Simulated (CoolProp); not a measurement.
Vapour-liquid equilibrium of propane (1) + sulfur dioxide (2) at 341.5 K; x and y are mole fractions of (1).

The numbers come from the multi-fluid Helmholtz-energy mixture model, Lemmon 2009 and Gao 2016; pair parameters Bell 2016 in CoolProp.

```
x      bubble pressure (kPa)  y at the bubble point  dew pressure at overall composition x (kPa)  liquid density (mol/L)
-----  ---------------------  ---------------------  -------------------------------------------  ----------------------
0.05                    1857                  0.257                                         1439                   18.33
0.125                   2312                  0.406                                         1569                   17.03
0.2                     2556                  0.470                                         1723                   15.83
0.275                   2692                  0.506                                         1905                   14.73
0.35                    2778                  0.532                                         2123                   13.72
0.425                   2842                  0.556                                         2384                   12.82
0.5                     2894                  0.582                                         2671                   12.01
0.575                   2931                  0.615                                         2881                   11.32
0.65                    2948                  0.654                                         2947                   10.74
0.725                   2936                  0.702                                         2920                   10.26
0.8                     2886                  0.761                                         2838                   9.887
0.875                   2790                  0.834                                         2724                   9.597
0.95                    2639                  0.925                                         2595                   9.373
```

y crosses x between x = 0.65 and 0.725: the model has an azeotrope there.

Pair parameters are fitted to limited data, so mixtures are less certain than the pure fluids. With so large a gap from Raoult's law the liquid may split in two, which this calculation doesn't test in full.
